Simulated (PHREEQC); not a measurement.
Solution (50 °C): 0.0026 mol/kgw NH4HF2, 0.0037 mol/kgw H2SiF6 and 0.003 mol/kgw H3BO3. Closed to the air; pH follows from the charge balance.

The numbers come from PHREEQC with the ion-association model, wateq4f.dat.

Each row changes one thing in this solution. This is a speciation only: nothing precipitates in the calculation.

```json
[
 {"case": "as made", "pH": "2.37", "ionic strength (mol/kgw)": "0.00976", "HF (mol/kgw)": "0.00544", "F- (mol/kgw)": "0.000595", "H2F2 (mol/kgw)": "3.01e-5", "HF2- (mol/kgw)": "1.41e-5"},
 {"case": "H3BO3 left out", "pH": "2.37", "ionic strength (mol/kgw)": "0.0106", "HF (mol/kgw)": "0.00681", "F- (mol/kgw)": "0.000740", "H2F2 (mol/kgw)": "4.71e-5", "HF2- (mol/kgw)": "2.19e-5"},
 {"case": "H2SiF6 from 0.0037 to 0.0074 mol/kgw", "pH": "2.01", "ionic strength (mol/kgw)": "0.0193", "HF (mol/kgw)": "0.00753", "F- (mol/kgw)": "0.000372", "H2F2 (mol/kgw)": "5.78e-5", "HF2- (mol/kgw)": "1.22e-5"},
 {"case": "NH4HF2 replaced by NH4Cl at the same molality", "pH": "2.29", "ionic strength (mol/kgw)": "0.0101", "HF (mol/kgw)": "?", "F- (mol/kgw)": "0.000469", "H2F2 (mol/kgw)": "2.70e-5", "HF2- (mol/kgw)": "1.05e-5"},
 {"case": "0.0009 mol/kgw H2SO4 added", "pH": "2.27", "ionic strength (mol/kgw)": "0.0115", "HF (mol/kgw)": "0.00578", "F- (mol/kgw)": "?", "H2F2 (mol/kgw)": "3.40e-5", "HF2- (mol/kgw)": "1.27e-5"},
 {"case": "H2SiF6 left out", "pH": "3.59", "ionic strength (mol/kgw)": "?", "HF (mol/kgw)": "0.00141", "F- (mol/kgw)": "0.00240", "H2F2 (mol/kgw)": "2.01e-6", "HF2- (mol/kgw)": "1.47e-5"},
 {"case": "diluted 5-fold with water", "pH": "2.97", "ionic strength (mol/kgw)": "0.00184", "HF (mol/kgw)": "0.00266", "F- (mol/kgw)": "0.00109", "H2F2 (mol/kgw)": "7.19e-6", "HF2- (mol/kgw)": "1.26e-5"},
 {"case": "NH4HF2 replaced by NH4HS at the same molality", "pH": "2.50", "ionic strength (mol/kgw)": "0.00801", "HF (mol/kgw)": "?", "F- (mol/kgw)": "0.000661", "H2F2 (mol/kgw)": "2.05e-5", "HF2- (mol/kgw)": "1.29e-5"}
]
```

What belongs in the gaps?


- NH4HF2 replaced by NH4Cl at the same molality, HF (mol/kgw): 0.00515
- 0.0009 mol/kgw H2SO4 added, F- (mol/kgw): 0.000506
- H2SiF6 left out, ionic strength (mol/kgw): 0.00287
- NH4HF2 replaced by NH4HS at the same molality, HF (mol/kgw): 0.00449

Some of these states are supersaturated (in Quartz (slow to form), Chalcedony (slow to form), for instance). Away from 25 °C the constants follow the database's enthalpies or fits; those with neither stay at their 25 °C values. SiF6-2 is the database's only silicon fluoride. Real BF4- forms and hydrolyses slowly; the run takes it at equilibrium. The polysulfide entries of wateq4f.dat were taken out for this run.
